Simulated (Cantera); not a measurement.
A Cantera script and what it prints.

```python
import numpy as np
import cantera as ct

gas_names = """
    Fe H H2 H2S S SH S2 S8
""".split()
cond_names = """
    Fe(a) Fe(c) Fe(d) Fe(L) FeS(a) FeS(b) FeS(c) FeS(L) FeS2(s) S(cr1) S(cr2) S(L)
""".split()


# ... load() reads the species with a 1 bar reference pressure and builds the phases ...
atoms = {
    'Fe': {'Fe': 1},
    'H2S': {'H': 2, 'S': 1},
    'H2': {'H': 2},
}
top_T = {'FeS2(s)': 1010}  # K; cautious upper limits of use, not melting points


# ... equilibrate(T, P, feed) seeds the gas with the atoms and calls Mixture.equilibrate('TP', solver="vcs", rtol=1e-11, max_steps=5000) ...
results = []
feed = {'Fe': 1, 'H2S': 0.16, 'H2': 14}  # mol
P = 12  # Pa
for T in [873, 923, 973, 1023, 1073, 1123, 1173, 1223, 1273, 1323]:
    mix = equilibrate(T, P, feed)
    results.append((T, P, feed, dict(zip(mix.species_names, mix.species_moles))))
    x = sorted(zip(gas.X, gas.species_names), reverse=True)
    print(f"T = {T:g} K  P = {P:g} Pa  gas = {mix.phase_moles(0):.4g} mol")
    print("   x: " + "  ".join(f"{s} {v:.3e}" for v, s in x if v > 1e-06))
    print("   condensed (mol): " + ("  ".join(f"{mix.phase(i).name} {mix.phase_moles(i):.4g}"
          for i in range(1, mix.n_phases) if mix.phase_moles(i) > 1e-12) or "none"))
```

Output:

```
T = 873 K  P = 12 Pa  gas = 14.16 mol
   x: H2 9.996e-01  H2S 3.506e-04
   condensed (mol): Fe(a) 0.845  FeS(c) 0.155
T = 923 K  P = 12 Pa  gas = 14.16 mol
   x: H2 9.994e-01  H2S 5.706e-04
   condensed (mol): Fe(a) 0.8481  FeS(c) 0.1519
T = 973 K  P = 12 Pa  gas = 14.16 mol
   x: H2 9.991e-01  H2S 8.836e-04
   condensed (mol): Fe(a) 0.8525  FeS(c) 0.1475
T = 1023 K  P = 12 Pa  gas = 14.16 mol
   x: H2 9.987e-01  H2S 1.313e-03  S2 1.270e-06  SH 1.130e-06
   condensed (mol): Fe(a) 0.8586  FeS(c) 0.1414
T = 1073 K  P = 12 Pa  gas = 14.16 mol
   x: H2 9.981e-01  H2S 1.892e-03  S2 7.080e-06  SH 4.011e-06  H 1.278e-06
   condensed (mol): Fe(a) 0.8671  FeS(c) 0.1329
T = 1123 K  P = 12 Pa  gas = 14.16 mol
   x: H2 9.973e-01  H2S 2.650e-03  S2 3.420e-05  SH 1.278e-05  H 3.882e-06
   condensed (mol): Fe(a) 0.8787  FeS(c) 0.1213
T = 1173 K  P = 12 Pa  gas = 14.16 mol
   x: H2 9.962e-01  H2S 3.602e-03  S2 1.444e-04  SH 3.687e-05  H 1.074e-05
   condensed (mol): Fe(a) 0.8956  FeS(c) 0.1044
T = 1223 K  P = 12 Pa  gas = 14.17 mol
   x: H2 9.946e-01  H2S 4.777e-03  S2 5.434e-04  SH 9.765e-05  H 2.737e-05  S 1.689e-06
   condensed (mol): Fe(c) 0.9245  FeS(c) 0.07552
T = 1273 K  P = 12 Pa  gas = 14.19 mol
   x: H2 9.917e-01  H2S 6.177e-03  S2 1.838e-03  SH 2.390e-04  H 6.483e-05  S 7.169e-06  Fe 4.146e-06
   condensed (mol): Fe(c) 0.9832  FeS(c) 0.01671
T = 1323 K  P = 12 Pa  gas = 14.2 mol
   x: H2 9.913e-01  H2S 5.434e-03  S2 2.717e-03  SH 3.789e-04  H 1.441e-04  S 1.890e-05  Fe 1.732e-05
   condensed (mol): Fe(c) 0.9998
```

These are equilibrium values from Cantera (NASA tables, ideal gas, pure condensed phases), not measurements of a reactor. Metal and sulfide melt together well below either melting point, which pure phases cannot show. Mutual solubility and eutectic melting of coexisting phases are not modelled. FeS: taken at fixed stoichiometry. Gases not in the tables: S3 to S7.
